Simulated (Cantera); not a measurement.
# Equilibrium for sublimation and decomposition of ceramics: TiC + C + H2 + Cl2

Feed: 1 mol TiC, 0.18 mol C, 0.11 mol H2, 0.0079 mol Cl2, equilibrated at 8.00 mbar.

Equilibrium computed with Cantera from the NASA thermochemical tables; the gas is ideal and each condensed phase is pure. Candidate condensed phases: C, C6H6, C7H8, C8H18, Ti, TiC, TiCl2, TiCl3, TiCl4; 96 gas species. The tables' values for TiCl2 are old estimates; treat these amounts as uncertain. TiC: taken at fixed stoichiometry. Kinetics and transport are ignored.

| T (K) | x H2 | x HCl | x H | x Cl | x C2H2 (acetylene) | n C(graphite) | n TiC(s) |
|---|---|---|---|---|---|---|---|
| 1648 | 0.865 | 0.134 | 0.000926 | 0.000112 | 3.87e-5 | 0.180 | 1.000 |
| 1723 | 0.864 | 0.133 | 0.00190 | 0.000227 | 7.82e-5 | 0.180 | 1.000 |
| 1798 | 0.863 | 0.133 | 0.00366 | 0.000432 | 0.000149 | 0.180 | 1.000 |
| 1873 | 0.860 | 0.133 | 0.00669 | 0.000782 | 0.000268 | 0.180 | 1.000 |
| 1948 | 0.855 | 0.132 | 0.0117 | 0.00135 | 0.000461 | 0.180 | 1.000 |
| 2023 | 0.847 | 0.130 | 0.0195 | 0.00223 | 0.000757 | 0.180 | 1.000 |
| 2098 | 0.836 | 0.128 | 0.0315 | 0.00354 | 0.00119 | 0.180 | 1.000 |
x: gas mole fraction; n: condensed amount in mol.

From 1648 K to 2098 K the condensed part is C(graphite) + TiC(s).
